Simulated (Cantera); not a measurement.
An adiabatic, constant-pressure homogeneous reactor starts with C3H8 : O2 : N2 = 1 : 3.85 : 14.5 (molar parts), equivalence ratio 1.3, at 1350 K and 2.30 bar. Integrator tolerance rtol = 1e-08.

Detailed kinetics in Cantera: GRI-Mech 3.0 (53 species, 325 reactions). GRI-Mech 3.0 was tuned for natural gas; its chemistry of propane as a main component is partial and can be far from experiment.

What does this change do: initial temperature 1350 to 1773 K?


| quantity | before | after |
|---|---|---|
| time of steepest temperature rise | 0.310 ms | 8.02 µs |
| temperature at 0.300 s | 2778 K | 2951 K |
| equilibrium temperature | 2778 K | 2951 K |
| x(C3H8) at 0.300 s | <1e-12 (gas-phase equilibrium <1e-12) | <1e-12 (gas-phase equilibrium <1e-12) |
| x(O2) at 0.300 s | 0.00315 (gas-phase equilibrium 0.00315) | 0.00691 (gas-phase equilibrium 0.00691) |
| x(HO2) at 0.300 s | 1.71e-6 (gas-phase equilibrium 1.71e-6) | 4.10e-6 (gas-phase equilibrium 4.10e-6) |
| x(NO) at 0.300 s | 0.00401 (gas-phase equilibrium 0.00401) | 0.00742 (gas-phase equilibrium 0.00742) |
| x(HCN) at 0.300 s | 1.41e-8 (gas-phase equilibrium 1.41e-8) | 2.08e-8 (gas-phase equilibrium 2.08e-8) |
| x(HCO) at 0.300 s | 1.75e-7 (gas-phase equilibrium 1.75e-7) | 3.00e-7 (gas-phase equilibrium 3.00e-7) |

What does this change do: 1.3 parts H2 added?


```json
[
 {"quantity": "time of steepest temperature rise", "before": "0.310 ms", "after": "0.210 ms"},
 {"quantity": "temperature at 0.300 s", "before": "2778 K", "after": "2754 K"},
 {"quantity": "equilibrium temperature", "before": "2778 K", "after": "2754 K"},
 {"quantity": "x(C3H8) at 0.300 s", "before": "<1e-12 (gas-phase equilibrium <1e-12)", "after": "<1e-12 (gas-phase equilibrium <1e-12)"},
 {"quantity": "x(O2) at 0.300 s", "before": "0.00315 (gas-phase equilibrium 0.00315)", "after": "0.000890 (gas-phase equilibrium 0.000890)"},
 {"quantity": "x(HO2) at 0.300 s", "before": "1.71e-6 (gas-phase equilibrium 1.71e-6)", "after": "6.66e-7 (gas-phase equilibrium 6.66e-7)"},
 {"quantity": "x(NO) at 0.300 s", "before": "0.00401 (gas-phase equilibrium 0.00401)", "after": "0.00201 (gas-phase equilibrium 0.00201)"},
 {"quantity": "x(HCN) at 0.300 s", "before": "1.41e-8 (gas-phase equilibrium 1.41e-8)", "after": "3.65e-8 (gas-phase equilibrium 3.65e-8)"},
 {"quantity": "x(HCO) at 0.300 s", "before": "1.75e-7 (gas-phase equilibrium 1.75e-7)", "after": "2.56e-7 (gas-phase equilibrium 2.56e-7)"}
]
```
